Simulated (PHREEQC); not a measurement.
Synthetic water in mg/L, 15 °C, pH 5.73, pe 12.6: Na 0.29; K 0.073; Ca 0.259; Mg 0.163; Cl 0.882; S(6) as SO4 0.209; Alkalinity as HCO3 0.762; O(0) (dissolved oxygen) 0.000349; Si as SiO2 0.00379; Br 0.00587.

Cl is adjusted to close the charge balance.
Valence states are taken as typed.

All values are PHREEQC results (ion-association model, phreeqc.dat), not measurements.

```csv
quantity,before,after
CO2 (mol/kgw),6.95e-5,0.000130
HCO3- (mol/kgw),1.44e-5,2.68e-5
MgSO4 (mol/kgw),2.44e-9,2.44e-9
CaSO4 (mol/kgw),2.15e-9,2.15e-9
MgHCO3+ (mol/kgw),1.05e-9,1.96e-9
CaHCO3+ (mol/kgw),9.46e-10,1.76e-9
SI of Quartz (SiO2),-3.07,-3.07
```

Q: Name the change that produced these shifts.
(A) pH from 5.73 to 6.73 at the same alkalinity
(B) Alkalinity from 0.762 to 1.52 mg/L
(C) temperature from 15 to 90 °C at the same typed pH
(D) O(0) from 0.000349 to 0.000175 mg/L

A: B, Alkalinity from 0.762 to 1.52 mg/L

No solid was allowed to form.
